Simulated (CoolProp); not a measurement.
C3F8 (R218) at 335.3 K and 1.37 MPa is compressed adiabatically to 8.73 MPa with isentropic efficiency 0.8. Each further row changes one setting.

The numbers come from the reference Helmholtz-energy equation of state, Lemmon 2006 in CoolProp. It is a short technical equation, of lower accuracy than the large ones.

```tsv
case	work (kJ/kg)	final temperature (K)	final density (kg/m³)
as stated	___	___	850
efficiency 1	17.1	___	___
efficiency 0.65	___	___	___
```

### Question
What belongs in the gaps?

### Answer

- as stated, work (kJ/kg): 21.4
- as stated, final temperature (K): 403.5
- efficiency 1, final temperature (K): 400.2
- efficiency 1, final density (kg/m³): 871
- efficiency 0.65, work (kJ/kg): 26.3
- efficiency 0.65, final temperature (K): 407.2
- efficiency 0.65, final density (kg/m³): 827
